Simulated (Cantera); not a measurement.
A closed system holds: 1 mol Cr2O3, 1.3 mol H2, 16 mol N2, held at 1150 K and 39.0 Torr.

Cantera equilibrium calculation (NASA polynomials, part measured and part estimated; ideal gas, pure solids and liquids). Candidate condensed phases: Cr, CrN, Cr2N, Cr2O3, H2O; 29 gas species. Kinetics and transport are ignored.

Base state: N2 0.925, H2 0.0751, H2O 1.22e-5 (mole fractions); condensed: Cr2O3(s).

Problem. What changes in the equilibrium state with this change: Cr2O3 replaced by NiS?

Solution. 
| species | before | after |
|---|---|---|
| N2 | 0.925 | 0.924 |
| H2 | 0.0751 | 0.0586 |
| H2S | 0 | 0.0164 |
| S2 | 0 | 0.00139 |
| SH | 0 | 2.38e-5 |
| H2O | 1.22e-5 | 0 |
| Cr2O3(s), mol | 1.000 | 0 |
| Ni3S2(l), mol | 0 | 0.333 |
Gases not in the tables: S3 to S7. Further candidate phases: Ni, NiS, NiS2, Ni3S2, Ni3S4, S.

Problem. What changes in the equilibrium state with this change: Cr2O3 replaced by FeS?

Solution. 
```json
[
 {"species": "N2", "before": "0.925", "after": "0.925"},
 {"species": "H2", "before": "0.0751", "after": "0.0749"},
 {"species": "H2S", "before": "0", "after": "0.000236"},
 {"species": "H2O", "before": "1.22e-5", "after": "0"},
 {"species": "Cr2O3(s), mol", "before": "1.000", "after": "0"},
 {"species": "Fe(α), mol", "before": "0", "after": "0.00409"},
 {"species": "FeS(s), mol", "before": "0", "after": "0.996"}
]
```
Mutual solubility and eutectic melting of coexisting phases are not modelled. FeS: taken at fixed stoichiometry. Further candidate phases: Fe, FeS, FeS2, S.
